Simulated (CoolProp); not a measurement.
The numbers come from the reference Helmholtz-energy equation of state, Lemmon 2006 in CoolProp. It is a short technical equation, of lower accuracy than the large ones.

For C3F8 (R218), give the phase and the speed of sound (m/s), Joule-Thomson coefficient (K/MPa) at 303.8 K and 55.8 bar; 270.7 K and 31 bar; 245.4 K and 0.167 bar.


- 303.8 K and 55.8 bar: liquid; speed of sound 341, Joule-Thomson coefficient 0.0528
- 270.7 K and 31 bar: liquid; speed of sound 430, Joule-Thomson coefficient -0.138
- 245.4 K and 0.167 bar: gas; speed of sound 107, Joule-Thomson coefficient 25.4
